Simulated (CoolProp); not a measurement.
Vapour-liquid equilibrium of ethane (1) + n-pentane (2) at 0.14 MPa; x and y are mole fractions of (1).

Values from CoolProp's multi-fluid Helmholtz-energy mixture model, Bücker 2006 and Thol 2019; pair parameters Kunz 2012.

```
x     bubble temperature (°C)  y at the bubble point  dew temperature at overall composition x (°C)  liquid density (mol/L)
----  -----------------------  ---------------------  ---------------------------------------------  ----------------------
0.05               (withheld)                  0.798                                     (withheld)                   9.095
0.2                     -45.7                  0.988                                     (withheld)                   10.46
0.35                    -61.0                  0.997                                           32.8                   11.52
0.5                     -69.0                  0.999                                           25.5                   12.62
0.65                    -74.2                  0.999                                           16.3                   13.88
0.8                     -78.0                  1.000                                            3.1                   15.35
0.95                    -81.3                  1.000                                          -23.9                   17.14
```

Complete the blanks.


- 0.05, bubble temperature (°C): 3.3
- 0.05, dew temperature at overall composition x (°C): 44.2
- 0.2, dew temperature at overall composition x (°C): 38.9

No azeotrope shows between x = 0.05 and 0.95.

The pair parameters rest on a limited set of measurements; away from them the model extrapolates. The gap from Raoult's law changes sign with composition, which may be real or a fault of the pair parameters; it wasn't checked against measurements.
